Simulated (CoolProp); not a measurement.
Properties of CF4 (R14) along the isotherm 231.4 K.

Model: reference Helmholtz-energy equation of state, Platzer 1990, in CoolProp. This equation is an older, rougher fit.

| p (MPa) | phase | density (kg/m³) | expansivity (1/kK) | Prandtl number | fugacity coefficient |
|---|---|---|---|---|---|
| 0.00595 | gas | 0.2723 | 4.328 | 0.743 | 0.9995 |
| 0.0135 | gas | 0.6182 | 4.337 | 0.744 | 0.9988 |
| 0.0308 | gas | 1.413 | 4.357 | 0.745 | 0.9974 |
| 0.0701 | gas | 3.226 | 4.403 | 0.747 | 0.9940 |
| 0.16 | gas | 7.421 | 4.511 | 0.753 | 0.9863 |
| 0.363 | gas | 17.15 | 4.774 | 0.766 | 0.9691 |
| 0.827 | gas | 40.86 | 5.488 | 0.801 | 0.9301 |
| 1.88 | gas | 105.1 | 8.135 | 0.923 | 0.8434 |

Viscosity comes from a separate model (Huber 2003), an estimate that may be off by 10 % or more. Thermal conductivity comes from a separate model (Huber 2003), an estimate that may be off by 10 % or more.
